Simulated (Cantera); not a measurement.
## Thermodynamics of halide evaporation, hydrolysis and transport, feed CuF2 + O2 + N2

Input: 1 mol CuF2, 4.9 mol O2, 5 mol N2, equilibrated at 42.8 Torr.

These are equilibrium values from Cantera (NASA tables, ideal gas, pure condensed phases), not measurements of a reactor. Candidate condensed phases: Cu, CuF2, CuO, Cu2O; 22 gas species. Kinetics and transport are ignored.

At 802 °C the condensed part is CuF2(s). From 902 °C to 1002 °C the condensed part is CuF2(l). From 1102 °C to 1902 °C nothing is condensed. The main Cu-bearing gas is CuF2 at 802 °C and CuF at 1902 °C.

```tsv
T (°C)	x N2	x O2	x CuF2	x F	x CuF	x NO	n CuF2(s)	n CuF2(l)
802	0.504	0.494	0.00174	1.97e-6	1.97e-6	8.26e-5	0.983	0
902	0.498	0.488	0.0132	2.69e-5	2.69e-5	0.000195	0	0.867
1002	0.474	0.465	0.0602	0.000222	0.000222	0.000387	0	0.363
1102	0.458	0.449	0.0908	0.000867	0.000867	0.000700	0	0
1202	0.457	0.448	0.0892	0.00233	0.00233	0.00120	0	0
1302	0.455	0.446	0.0858	0.00548	0.00548	0.00192	0	0
1402	0.452	0.443	0.0793	0.0114	0.0114	0.00290	0	0
1502	0.447	0.438	0.0688	0.0210	0.0210	0.00415	0	0
1602	0.440	0.431	0.0543	0.0343	0.0343	0.00568	0	0
1702	0.432	0.422	0.0377	0.0494	0.0494	0.00750	0	0
1802	0.424	0.414	0.0228	0.0631	0.0629	0.00963	0	0
1902	0.418	0.406	0.0123	0.0728	0.0722	0.0121	0	0
```
x: gas mole fraction; n: condensed amount in mol.
